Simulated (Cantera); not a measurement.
Mixture: 11.7 % CH4, 23.3 % O2, 60.6 % N2, 4.43 % CO2, equivalence ratio 1.0, at 1.00 bar, adiabatic and at constant volume. Ignition delay is the time to a rise of 400 K.

Computed with Cantera and GRI-Mech 3.0 (53 species, 325 reactions).

Q: Predict: delay at 1225 K; delay at 1300 K; delay at 1375 K; delay at 1450 K; delay at 1525 K; apparent activation energy between 1375 and 1525 K.

A: 
```json
{
  "delay at 1225 K": "24.1 ms",
  "delay at 1300 K": "8.80 ms",
  "delay at 1375 K": "3.48 ms",
  "delay at 1450 K": "1.50 ms",
  "delay at 1525 K": "0.705 ms",
  "apparent activation energy between 1375 and 1525 K": "190 kJ/mol"
}
```
